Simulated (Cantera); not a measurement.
What does this Cantera script print?

```python
import numpy as np
import cantera as ct

gas = ct.Solution("h2o2.yaml")
gas.TPX = 1398, 1333, {'H2': 0.012, 'O2': 1}
reactor = ct.IdealGasConstPressureReactor(gas, energy="off", clone=False)
net = ct.ReactorNet([reactor])
net.rtol, net.atol = 1e-08, 1e-18
show = ['H2', 'O2', 'H', 'OH', 'O', 'H2O2', 'HO2']
times = np.geomspace(5e-05, 40, 15)

steps = ct.SolutionArray(gas, extra=["t"])
rows = []
print(f"{'t/s':>10s}{'T/K':>9s}{'P/Pa':>11s}" + "".join(f"{s:>11s}" for s in show))
for t in times:
    while net.time < t:
        t_next = net.step()
        steps.append(gas.state, t=t_next)
    rows.append([np.interp(t, steps.t, y) for y in (steps.T, steps.P, *steps(*show).X.T)])
    print(f"{t:10.3e}{rows[-1][0]:9.1f}{rows[-1][1]:11.4g}" + "".join(f"{x:11.3e}" for x in rows[-1][2:]))
rate = np.gradient(steps.T, steps.t)
print("integrator steps:", len(steps.t))
if steps.T.max() > steps.T[0] + 200:
    print(f"time of steepest temperature rise: {steps.t[rate.argmax()]:.4e} s")
gas.TPX = 1398, 1333, {'H2': 0.012, 'O2': 1}
gas.equilibrate("TP")
print(f"equilibrium (TP): T = {gas.T:.1f} K  " + "  ".join(f"{s} {gas[s].X[0]:.3e}" for s in show))
```

It prints:

```
       t/s      T/K       P/Pa         H2         O2          H         OH          O       H2O2        HO2
 5.000e-05   1398.0       1333  1.186e-02  9.881e-01  5.451e-09  8.444e-09  8.657e-09  1.419e-12  1.332e-08
 1.320e-04   1398.0       1333  1.186e-02  9.881e-01  8.747e-09  3.295e-08  3.513e-08  9.665e-12  3.517e-08
 3.486e-04   1398.0       1333  1.186e-02  9.881e-01  2.273e-08  1.445e-07  1.639e-07  6.348e-11  9.278e-08
 9.203e-04   1398.0       1333  1.185e-02  9.881e-01  2.012e-07  1.557e-06  1.846e-06  3.817e-10  2.449e-07
 2.430e-03   1398.0       1333  1.117e-02  9.875e-01  4.641e-05  3.555e-04  4.363e-04  2.273e-09  6.491e-07
 6.415e-03   1398.0       1333  6.748e-05  9.769e-01  4.087e-04  1.608e-03  1.023e-02  1.270e-08  4.999e-07
 1.694e-02   1398.0       1333  5.332e-05  9.772e-01  3.794e-04  1.532e-03  9.995e-03  1.190e-08  4.800e-07
 4.472e-02   1398.0       1333  4.966e-05  9.780e-01  3.395e-04  1.479e-03  9.269e-03  1.165e-08  4.631e-07
 1.181e-01   1398.0       1333  4.156e-05  9.796e-01  2.572e-04  1.354e-03  7.685e-03  1.100e-08  4.225e-07
 3.118e-01   1398.0       1333  2.752e-05  9.825e-01  1.362e-04  1.104e-03  5.007e-03  9.474e-09  3.389e-07
 8.231e-01   1398.0       1333  1.224e-05  9.855e-01  3.954e-05  7.371e-04  2.183e-03  6.673e-09  2.122e-07
 2.173e+00   1398.0       1333  3.493e-06  9.873e-01  5.937e-06  3.944e-04  6.136e-04  3.408e-09  9.543e-08
 5.738e+00   1398.0       1333  7.667e-07  9.878e-01  6.057e-07  1.850e-04  1.336e-04  1.253e-09  3.675e-08
 1.515e+01   1398.0       1333  1.698e-07  9.880e-01  6.298e-08  8.712e-05  2.949e-05  3.970e-10  2.451e-08
 4.000e+01   1398.0       1333  5.727e-08  9.880e-01  1.235e-08  5.063e-05  9.944e-06  1.748e-10  3.078e-08
integrator steps: 1536
equilibrium (TP): T = 1398.0 K  H2 4.576e-08  O2 9.880e-01  H 8.826e-09  OH 4.527e-05  O 7.948e-06  H2O2 1.508e-10  HO2 3.330e-08
```

Computed with Cantera and the H2/O2 subset of GRI-Mech 3.0, which has no nitrogen chemistry. Radical loss at walls, strong at low pressure, is not modelled.
